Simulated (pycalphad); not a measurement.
Source of the numbers: pycalphad with the COST 507 light-alloy database (1999); pressure 1 atm. These are 1990s assessments: newer ones move some temperatures and phases. Phase fractions are per mole of atoms.

**Question.** Give the equilibrium state of Si-14.54Sn (at.%) at 417 °C.

**Answer.** 
```
T = 690.00 K, P = 101325 Pa, N = 1 mol of atoms
G = -20903 J/mol, H = 10373 J/mol, S = 45.33 J/(mol K)  (SER reference)
chemical potentials (J/mol): Si -17103, Sn -43234
phase             fraction      x(Si)      x(Sn)
DIAMOND_A4          0.8546     1.0000   3.71e-07
LIQUID              0.1454   5.19e-05     0.9999
```

DIAMOND_A4 is diamond (Si).
